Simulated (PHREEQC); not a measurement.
**Polishing slurry liquid (model solution)**

Consider water at 60 °C with 0.013 mol HNO3, 1.7e-07 mol H4SiO4 and 0.0049 mol KH2PO4 per kg of water. It is in equilibrium with CO2 at log p = -3.4 (atm). Otherwise closed; pH follows from the charge balance.

Equilibrium calculation in PHREEQC: ion-association model, wateq4f.dat.

This is a speciation only: nothing precipitates in the calculation.

Q: Estimate the pH, ionic strength.

A: pH 2.05; ionic strength 0.0148 mol/kgw.

Q: In which forms is P present?

A: H3PO4 63 %, H2PO4- 37 % of the P.

H3PO4, which wateq4f.dat lacks, is added to it with the constant of phreeqc.dat. At this temperature some constants are extrapolated from 25 °C, and those without enthalpy data are left unchanged.
